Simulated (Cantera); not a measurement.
A perfectly stirred reactor is fed with 8.59 % H2, 91.4 % O2, at 5.55 Torr; it is held at 1100 K, and followed from long to short residence time.

Detailed kinetics in Cantera: the H2/O2 subset of GRI-Mech 3.0, which has no nitrogen chemistry. Radical loss at walls, strong at low pressure, is not modelled. The temperature is held fixed by assumption; the heat of reaction is taken as removed at once.

**Question.** Predict: x(H2) at τ = 1.40 s; x(O2) at τ = 1.40 s; x(H2O) at τ = 1.40 s; x(OH) at τ = 1.40 s; x(H) at τ = 1.40 s; x(H2) at τ = 68.0 ms; x(O2) at τ = 68.0 ms; x(H2O) at τ = 68.0 ms; x(OH) at τ = 68.0 ms; x(H) at τ = 68.0 ms.

**Answer.** 
| Item | Result |
|---|---|
| x(H2) at τ = 1.40 s | 0.000440 |
| x(O2) at τ = 1.40 s | 0.906 |
| x(H2O) at τ = 1.40 s | 0.0882 |
| x(OH) at τ = 1.40 s | 0.00122 |
| x(H) at τ = 1.40 s | 0.000619 |
| x(H2) at τ = 68.0 ms | 0.00252 |
| x(O2) at τ = 68.0 ms | 0.886 |
| x(H2O) at τ = 68.0 ms | 0.0799 |
| x(OH) at τ = 68.0 ms | 0.00308 |
| x(H) at τ = 68.0 ms | 0.00831 |
